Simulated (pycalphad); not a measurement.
CALPHAD calculation (pycalphad, COST 507 light-alloy database (1999)), 1 atm. These are 1990s assessments: newer ones move some temperatures and phases. Phase fractions are per mole of atoms.

### Question
Give the equilibrium state of Ti-16.21Hf-2.587B (wt.%) at 1050 K.

### Answer
hcp, fraction 0.766, with 18.5 Hf, 0.02 B wt.%; BM, fraction 0.234, with 2.2 Hf, 18.1 B wt.%.

### Question
Give the equilibrium state of Ti-16.21Hf-2.587B (wt.%) at 1350 K.

### Answer
```
T = 1350.00 K, P = 101325 Pa, N = 1 mol of atoms
G = -86840 J/mol, H = 14790 J/mol, S = 75.28 J/(mol K)  (SER reference)
chemical potentials (J/mol): Ti -70879, Hf -121596, B -186788
phase             fraction      x(Ti)      x(Hf)       x(B)
BCC_A2              0.7660     0.9414     0.0572     0.0014
BM                  0.2340     0.4957     0.0043     0.5000
```

Database names, with the compositions (at.%) that they take in these runs: BM: Ti 49 B 50 Hf 0. BCC_A2 is bcc.
